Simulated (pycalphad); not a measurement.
Computed with pycalphad from the COST 507 light-alloy database (1999), at 1 atm. These are 1990s assessments: newer ones move some temperatures and phases. Phase fractions are per mole of atoms.

### Question
Give the equilibrium state of Al-52.8Si (at.%) at 775 K.

### Answer
```
T = 775.00 K, P = 101325 Pa, N = 1 mol of atoms
G = -24418 J/mol, H = 12220 J/mol, S = 47.27 J/(mol K)  (SER reference)
chemical potentials (J/mol): Al -28861, Si -20446
phase             fraction      x(Al)      x(Si)
DIAMOND_A4          0.5243   1.91e-07     1.0000
FCC_A1              0.4757     0.9922     0.0078
```

### Question
Give the equilibrium state of Al-52.8Si (at.%) at 1075 K.

### Answer
liquid, fraction 0.653, with 27.7 Si at.%; diamond (Si), fraction 0.347, with >99.99 Si at.%.

FCC_A1 is fcc; DIAMOND_A4 is diamond (Si).
